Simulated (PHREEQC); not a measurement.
Consider water at 25 °C with 0.026 mol/kgw FeSO4, 0.099 mol/kgw HCl and 0.0043 mol/kgw NaCl. Closed to the air; pH follows from the charge balance.

All values are PHREEQC results (ion-association model, phreeqc.dat), not measurements.

Question: The ionic strength comes out as 0.158 mol/kgw. What activity coefficients do SO4-2, H+, Na+, FeCl+, Cl- get?

Answer: SO4-2 0.32, H+ 0.81, Na+ 0.76, FeCl+ 0.76, Cl- 0.73.

This is a speciation only: nothing precipitates in the calculation. Species that the database lacks are ignored.
